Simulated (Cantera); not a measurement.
## Equilibrium for silicon etching in halogen gases: Si + HF + N2

Feed: 1 mol Si, 2.5 mol HF, 44 mol N2, equilibrated at 952 °C and 10000 Pa.

Method: chemical equilibrium by Gibbs-energy minimisation in Cantera with the NASA 1993 tables (ideal gas, pure condensed phases). Candidate condensed phases: Si, Si3N4; 37 gas species. N2 is the only nitrogen source here; it is nearly inert below about 1500 K, so the nitride shown seldom forms there in practice. The tables' values for SiF3 are old estimates; treat these amounts as uncertain. Kinetics and transport are ignored.

The x(N2) comes out as 0.959 and the x(H2) is 0.0272. The x(SiF4) is 0.0135 and the x(HF) is 0.000398. The x(SiF3) comes out as 6.30e-5. The x(SiHF3) comes out as 4.00e-5. The n(Si3N4(s)) comes out as 0.126 mol and the gas amount is 45.63 mol. The log10 activity of Si(s) (absent) comes out as -4.13.
